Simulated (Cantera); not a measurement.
Charge: 1 mol SiH₄, 0.16 mol HCl, 8.1 mol H₂, equilibrated at 2423.15 K and 21.0 mbar.

These are equilibrium values from Cantera (NASA tables, ideal gas, pure condensed phases), not measurements of a reactor. Candidate condensed phases: Si; 19 gas species. The tables' values for SiCl are old estimates; treat these amounts as uncertain. Gases not in the tables: Si₂H₆ and higher silanes. Equilibrium is a limit: real reactors are often held back by kinetics, nucleation or transport.

Base state: H₂ 0.796, H 0.109, Si 0.0773, HCl 0.0113, SiH 0.00298, Si₂ 0.00114, Cl 0.00110, SiCl 0.000780 (mole fractions); condensed: gas only.

Task: What changes in the equilibrium state with this change: pressure from 21.0 mbar to 2.20 mbar?

Result: 
```
species    before    after
-------  --------  -------
H₂          0.796    0.616
H           0.109    0.297
Si         0.0773   0.0743
HCl        0.0113  0.00882
Si₃      0.000125  1.22e-6
SiH₂     0.000378  2.95e-5
```
